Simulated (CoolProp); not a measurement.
Vapour-liquid equilibrium of fluoroethane (R161) (1) + R134a (2) at 27.15 °C; x and y are mole fractions of (1).

Computed with CoolProp (multi-fluid Helmholtz-energy mixture model, Wu 2012 and Tillner-Roth 1994; pair parameters Bell 2016).

Q: Give the bubble pressure and the first vapour's composition at x = 0.05, 0.2, 0.5. Is there an azeotrope?

A: x = 0.05: 0.7179 MPa, y = 0.060; x = 0.2: 0.7471 MPa, y = 0.235; x = 0.5: 0.8187 MPa, y = 0.564. No azeotrope shows between x = 0.05 and 0.95.

The pair parameters rest on a limited set of measurements; away from them the model extrapolates.
